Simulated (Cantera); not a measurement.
What does this Cantera script print?

```python
import numpy as np
import cantera as ct

gas_names = """
    HCL N NH3
""".split()
cond_names = """
    Sr(a) Sr(b) Sr(L) SrCL2(a) SrCL2(b) SrCL2(L)
""".split()


# ... load() reads the species with a 1 bar reference pressure and builds the phases ...
species = {s.name: s for s in load("nasa_gas.yaml", gas_names) + load("nasa_condensed.yaml", cond_names)}
# Each term lists the table entries of one substance; the one whose range holds T is used.
reactions = {
    '6 HCl(g) + 3 Sr + 2 N(g) = 2 NH3(g) + 3 SrCl2':
        [(-6, ['HCL']), (-3, ['Sr(a)', 'Sr(b)', 'Sr(L)']), (-2, ['N']), (2, ['NH3']), (3, ['SrCL2(a)', 'SrCL2(b)', 'SrCL2(L)'])],
}


def pick(names, T):
    return next(species[n] for n in names if species[n].thermo.min_temp <= T <= species[n].thermo.max_temp)


results = []
for label, terms in reactions.items():
    print(label)
    print("     T/K   dH/kJ  dS/(J/K)   dG/kJ   log10 K")
    for T in [300, 500, 600, 700, 800, 900, 1000, 1100, 1200]:
        used = [(nu, pick(names, T)) for nu, names in terms]
        dH = sum(nu * s.thermo.h(T) for nu, s in used) / 1e6
        dS = sum(nu * s.thermo.s(T) for nu, s in used) / 1e3
        dG = dH - T * dS / 1e3
        logK = -dG * 1e6 / (ct.gas_constant * T * np.log(10))
        results.append((label, T, dH, dS, dG, logK, [s.name for _, s in used]))
        print(f"{T:8g} {dH:8.1f} {dS:8.1f} {dG:8.1f} {logK:8.2f}")
```

Result:

```
6 HCl(g) + 3 Sr + 2 N(g) = 2 NH3(g) + 3 SrCl2
     T/K   dH/kJ  dS/(J/K)   dG/kJ   log10 K
     300  -2970.0   -863.0  -2711.1   472.03
     500  -2967.3   -856.7  -2539.0   265.24
     600  -2964.3   -851.3  -2453.5   213.60
     700  -2960.4   -845.2  -2368.7   176.75
     800  -2955.3   -838.4  -2284.5   149.16
     900  -2950.9   -833.4  -2200.8   127.73
    1000  -2941.6   -823.7  -2118.0   110.63
    1100  -2932.8   -814.6  -2036.8    96.72
    1200  -2873.0   -762.4  -1958.1    85.23
```

Cantera with NASA thermochemical tables; ideal gases at 1 bar, condensed phases pure. Condensed species are held in their standard states even where they would react or evaporate.
